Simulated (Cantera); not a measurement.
Input (Python, Cantera) and output of one run.

```python
import numpy as np
import cantera as ct

gas_names = """
    AL ALI ALI3 ALN AL2 AL2I6 I I2 N N2
""".split()
cond_names = """
    AL(cr) AL(L) ALI3(s) ALI3(L) ALN(s) I2(cr) I2(L)
""".split()


# ... load() reads the species with a 1 bar reference pressure and builds the phases ...
atoms = {
    'Al': {'AL': 1},
    'I2': {'I': 2},
    'N2': {'N': 2},
}
top_T = {'ALN(s)': 2750}  # K; cautious upper limits of use, not melting points


# ... equilibrate(T, P, feed) seeds the gas with the atoms and calls Mixture.equilibrate('TP', solver="vcs", rtol=1e-11, max_steps=5000) ...
results = []
feed = {'Al': 1, 'I2': 2.4, 'N2': 1.9}  # mol
T = 673  # K
P = 1000  # Pa
mix = equilibrate(T, P, feed)
results.append((T, P, feed, dict(zip(mix.species_names, mix.species_moles))))
x = sorted(zip(gas.X, gas.species_names), reverse=True)
print(f"T = {T:g} K  P = {P:g} Pa  gas = {mix.phase_moles(0):.4g} mol")
print("   x: " + "  ".join(f"{s} {v:.3e}" for v, s in x if v > 1e-06))
print("   condensed (mol): " + ("  ".join(f"{mix.phase(i).name} {mix.phase_moles(i):.4g}"
      for i in range(1, mix.n_phases) if mix.phase_moles(i) > 1e-12) or "none"))
```

It prints:

```
T = 673 K  P = 1000 Pa  gas = 3.799 mol
   x: N2 5.001e-01  ALI3 2.598e-01  I2 2.353e-01  I 3.063e-03  AL2I6 1.679e-03
   condensed (mol): none
```

Equilibrium computed with Cantera from the NASA thermochemical tables; the gas is ideal and each condensed phase is pure.
